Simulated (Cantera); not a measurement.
Cantera run, input and output.

```python
import numpy as np
import cantera as ct

gas = ct.Solution("h2o2.yaml")
gas.TPX = 448, 15000, {'H2': 1, 'O2': 0.61, 'N2': 2.29}
flame = ct.FreeFlame(gas, width=0.15)
flame.set_refine_criteria(ratio=3, slope=0.08, curve=0.16)
flame.transport_model = "mixture-averaged"
flame.solve(loglevel=0, auto=True)
z, T = flame.grid, flame.T
thick = (T[-1] - T[0]) / np.gradient(T, z).max()
show = ['H2', 'O2', 'H', 'HO2', 'H2O2', 'H2O']
print(f"laminar burning velocity  {flame.velocity[0] * 100:.3f} cm/s")
print(f"burnt temperature         {T[-1]:.1f} K")
print(f"thermal thickness         {thick * 1e3:.4f} mm")
print(f"grid points               {len(z)}")
z0 = z[flame.heat_release_rate.argmax()]
print(f"{'z/mm':>9s}{'T/K':>9s}{'u/(m/s)':>9s}" + "".join(f"{s:>11s}" for s in show))
rows = []
for k in (-3, -2, -1.5, -1, -0.5, -0.25, 0, 0.25, 0.5, 1, 2, 4, 8):
    zz = z0 + k * thick
    rows.append([k * thick, np.interp(zz, z, T), np.interp(zz, z, flame.velocity),
                 *(np.interp(zz, z, flame.X[gas.species_index(s)]) for s in show)])
    print(f"{rows[-1][0] * 1e3:9.3f}{rows[-1][1]:9.1f}{rows[-1][2]:9.3f}" + "".join(f"{x:11.3e}" for x in rows[-1][3:]))
```

Output:

```
laminar burning velocity  321.263 cm/s
burnt temperature         2251.2 K
thermal thickness         4.9813 mm
grid points               129
     z/mm      T/K  u/(m/s)         H2         O2          H        HO2       H2O2        H2O
  -14.944    448.0    3.213  2.564e-01  1.564e-01  8.240e-18  1.594e-14  3.490e-17  7.658e-15
   -9.963    448.0    3.213  2.564e-01  1.564e-01  1.032e-15  1.279e-12  2.269e-15  5.134e-13
   -7.472    448.0    3.213  2.564e-01  1.564e-01  3.981e-13  1.061e-10  1.975e-13  3.296e-11
   -4.981    448.0    3.213  2.564e-01  1.564e-01  8.409e-10  2.943e-08  6.895e-11  7.585e-09
   -2.491    453.8    3.247  2.544e-01  1.566e-01  4.260e-05  7.385e-05  2.142e-06  2.271e-04
   -1.245    637.0    4.471  2.258e-01  1.528e-01  5.397e-03  5.814e-05  8.395e-06  1.506e-02
    0.000   1065.4    7.230  1.129e-01  1.120e-01  4.269e-02  2.038e-05  9.127e-07  1.052e-01
    1.245   1346.0    9.036  3.687e-02  5.932e-02  5.976e-02  9.148e-06  1.133e-06  1.957e-01
    2.491   1471.0    9.811  3.020e-02  5.104e-02  5.252e-02  6.727e-06  8.410e-07  2.102e-01
    4.981   1609.8   10.640  2.964e-02  4.740e-02  4.090e-02  5.145e-06  4.846e-07  2.189e-01
    9.963   1759.2   11.507  2.774e-02  4.390e-02  2.909e-02  3.832e-06  2.481e-07  2.293e-01
   19.925   1904.2   12.320  2.396e-02  4.055e-02  1.879e-02  2.775e-06  1.337e-07  2.412e-01
   39.851   2037.0   13.044  1.869e-02  3.751e-02  1.070e-02  1.996e-06  8.196e-08  2.538e-01
```

Computed with Cantera and the H2/O2 subset of GRI-Mech 3.0, which has no nitrogen chemistry. Burning velocities carry a grid error of a few per cent, more on coarse grids.
